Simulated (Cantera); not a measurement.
# Stirred combustor or abatement burner

A perfectly stirred reactor is fed with CH₄ : O₂ : N₂ = 1 : 2.6 : 9.77 (molar parts), equivalence ratio 0.77, at 1400000 Pa; it is adiabatic with a 398 K inlet, and is followed from long to short residence time, starting on the burning branch (τ in s: 0.32, 0.12, 0.043, 0.016, 0.0059, 0.0022, 0.0008, 0.0003, 0.00011, 4e-05, 1.5e-05).

Detailed kinetics in Cantera: GRI-Mech 3.0 (53 species, 325 reactions). The pressure lies above the range GRI-Mech 3.0 was tuned for (to about 10 atm).

```json
[
 {"τ (s)": "0.32", "T (K)": "2030", "x CH₄": "3.74e-7", "x O₂": "0.0441", "x H₂O": "0.149", "x C₂H₂": "7.94e-12", "x C₂H₄": "4.52e-12"},
 {"τ (s)": "0.12", "T (K)": "2032", "x CH₄": "9.80e-7", "x O₂": "0.0444", "x H₂O": "0.149", "x C₂H₂": "5.36e-11", "x C₂H₄": "3.09e-11"},
 {"τ (s)": "0.043", "T (K)": "2032", "x CH₄": "2.65e-6", "x O₂": "0.0446", "x H₂O": "0.149", "x C₂H₂": "3.81e-10", "x C₂H₄": "2.24e-10"},
 {"τ (s)": "0.016", "T (K)": "2031", "x CH₄": "6.71e-6", "x O₂": "0.0447", "x H₂O": "0.149", "x C₂H₂": "2.28e-9", "x C₂H₄": "1.41e-9"},
 {"τ (s)": "0.0059", "T (K)": "2029", "x CH₄": "1.61e-5", "x O₂": "0.0448", "x H₂O": "0.149", "x C₂H₂": "1.15e-8", "x C₂H₄": "7.70e-9"},
 {"τ (s)": "0.0022", "T (K)": "2023", "x CH₄": "3.57e-5", "x O₂": "0.0451", "x H₂O": "0.148", "x C₂H₂": "4.35e-8", "x C₂H₄": "3.39e-8"},
 {"τ (s)": "0.00080", "T (K)": "2013", "x CH₄": "7.67e-5", "x O₂": "0.0457", "x H₂O": "0.148", "x C₂H₂": "1.35e-7", "x C₂H₄": "1.30e-7"},
 {"τ (s)": "0.00030", "T (K)": "1993", "x CH₄": "0.000162", "x O₂": "0.0468", "x H₂O": "0.147", "x C₂H₂": "3.64e-7", "x C₂H₄": "4.40e-7"},
 {"τ (s)": "0.00011", "T (K)": "1951", "x CH₄": "0.000386", "x O₂": "0.0496", "x H₂O": "0.145", "x C₂H₂": "1.08e-6", "x C₂H₄": "1.73e-6"},
 {"τ (s)": "4.0e-5", "T (K)": "398", "x CH₄": "0.0748", "x O₂": "0.194", "x H₂O": "<1e-12", "x C₂H₂": "<1e-12", "x C₂H₄": "<1e-12"},
 {"τ (s)": "1.5e-5", "T (K)": "398", "x CH₄": "0.0748", "x O₂": "0.194", "x H₂O": "<1e-12", "x C₂H₂": "<1e-12", "x C₂H₄": "<1e-12"}
]
```
x: mole fraction; the columns are a selection and need not sum to one.
